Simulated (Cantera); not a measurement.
An adiabatic, constant-volume homogeneous reactor starts with CH₃OH : O₂ : N₂ : H₂O = 1 : 1.15 : 4.34 : 0.67 (molar parts), equivalence ratio 1.3, at 1050 K and 4350 Torr.

Computed with Cantera and GRI-Mech 3.0 (53 species, 325 reactions). GRI-Mech 3.0 was tuned for natural gas; its chemistry of methanol as a main component is partial and can be far from experiment.

One state of this run: T (K) = 2763; P (bar) = 17.2; x CH₃OH = <1e-12; x O₂ = 0.00132; x H₂O = 0.289; x C₂H₆ = <1e-12; x C₂H₂ = <1e-12. x: mole fraction; the columns are a selection and need not sum to one.

### Question
Which value of t (s) does it belong to?
(A) 0.000612
(B) 0.157
(C) 0.000243
(D) 9.62e-5

### Answer
B, 0.157
